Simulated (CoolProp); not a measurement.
Tetrahydrofuran at 298.15 K and 0.223 MPa is throttled through a valve to 0.0469 MPa with no heat exchange. Each further row changes one setting.

The numbers come from the reference Helmholtz-energy equation of state, Fiedler 2023 in CoolProp.

| case | temperature change (K) | final phase | final density (kg/m³) |
|---|---|---|---|
| as stated | +0.1 | liquid | 882 |
| outlet pressure 0.0141 MPa | -9.4 | two-phase, vapour fraction 0.036 | 11.8 |
| outlet pressure 0.061 MPa | +0.1 | liquid | 882 |
